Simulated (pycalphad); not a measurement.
All values are pycalphad results on the COST 507 light-alloy database (1999) (1 atm), not direct measurements. The data set is of 1999 and partly superseded. Phase fractions are per mole of atoms.

Give the equilibrium state of Sn-9.56Si (at.%) at 1160 K.

liquid, fraction 0.917, with 1.4 Si at.%; diamond (Si), fraction 0.083, with >99.99 Si at.%.

Give the equilibrium state of Sn-9.56Si (at.%) at 500 K.


```
T = 500.00 K, P = 101325 Pa, N = 1 mol of atoms
G = -25597 J/mol, H = 5683 J/mol, S = 62.56 J/(mol K)  (SER reference)
chemical potentials (J/mol): Sn -27180, Si -10615
phase             fraction      x(Sn)      x(Si)
BCT_A5              0.9044     1.0000       none
DIAMOND_A4          0.0956   1.89e-07     1.0000
```

DIAMOND_A4 is diamond (Si); BCT_A5 is bct (Sn). An entry "none" or "no" means that the model of the phase leaves that element out.
